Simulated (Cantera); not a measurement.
## Equilibrium for oxide etching and cleaning by halides: MgO + NF₃ + H₂

Input: 1 mol MgO, 0.71 mol NF₃, a varied amount of H₂, at 1073 K and 1000 Pa.

Method: chemical equilibrium by Gibbs-energy minimisation in Cantera with the NASA 1993 tables (ideal gas, pure condensed phases). Candidate condensed phases: H₂O, Mg, MgF₂, MgO, Mg(OH)₂; 50 gas species. Mutual solubility and eutectic melting of coexisting phases are not modelled. The numbers say what is thermodynamically allowed, not how fast it happens.

```csv
n(H₂) (mol),x H₂,x H₂O,x N₂,x HF,x NH₃,x H,x MgF₂,n MgF₂(s),n MgO(s)
3.4,0.608,0.255,0.0924,0.0453,5.33e-7,1.09e-7,3.33e-8,0.978,0.0220
6,0.763,0.147,0.0549,0.0345,5.78e-7,1.22e-7,3.33e-8,0.954,0.0464
8.5,0.827,0.104,0.0395,0.0289,5.54e-7,1.27e-7,3.33e-8,0.935,0.0650
11,0.864,0.0799,0.0309,0.0254,5.22e-7,1.30e-7,3.33e-8,0.919,0.0809
14,0.891,0.0622,0.0245,0.0224,4.87e-7,1.32e-7,3.33e-8,0.903,0.0974
16,0.904,0.0540,0.0215,0.0209,4.66e-7,1.33e-7,3.33e-8,0.893,0.107
19,0.918,0.0450,0.0182,0.0190,4.39e-7,1.34e-7,3.33e-8,0.879,0.121
21,0.925,0.0404,0.0165,0.0180,4.23e-7,1.35e-7,3.33e-8,0.871,0.129
24,0.934,0.0350,0.0145,0.0168,4.02e-7,1.35e-7,3.33e-8,0.859,0.141
27,0.941,0.0308,0.0129,0.0157,3.83e-7,1.36e-7,3.33e-8,0.848,0.152
```
x: gas mole fraction; n: condensed amount in mol.

From 3.4 mol H₂ to 27 mol H₂ the condensed part is MgF₂(s) + MgO(s). The main Mg-bearing gas is MgF₂ throughout.
